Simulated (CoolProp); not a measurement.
50 sccm (0 °C, 1 atm) of nitrogen bubbles through liquid methanol at 311.8 K and leaves saturated at a total pressure of 0.15 MPa (ideal gas phase). Each further row changes one setting.

Computed with CoolProp (reference Helmholtz-energy equation of state, de Reuck 1993).

| case | vapour pressure (kPa) | mole fraction of vapour | delivery (mg/min) | delivery (sccm) | change of delivery for a bath 1 K warmer (%) |
|---|---|---|---|---|---|
| as stated | 33.3 | 0.222 | 20.4 | ___ | ___ |
| bath temperature 316.8 K | 42.0 | ___ | 27.8 | 19.4 | ___ |
| total pressure 0.3 MPa | 33.3 | 0.111 | ___ | ___ | 5.4 |

### Question
Some entries are withheld; supply them.

### Answer

- as stated, delivery (sccm): 14.3
- as stated, change of delivery for a bath 1 K warmer (%): 6.3
- bath temperature 316.8 K, mole fraction of vapour: 0.280
- bath temperature 316.8 K, change of delivery for a bath 1 K warmer (%): 6.5
- total pressure 0.3 MPa, delivery (mg/min): 8.94
- total pressure 0.3 MPa, delivery (sccm): 6.25
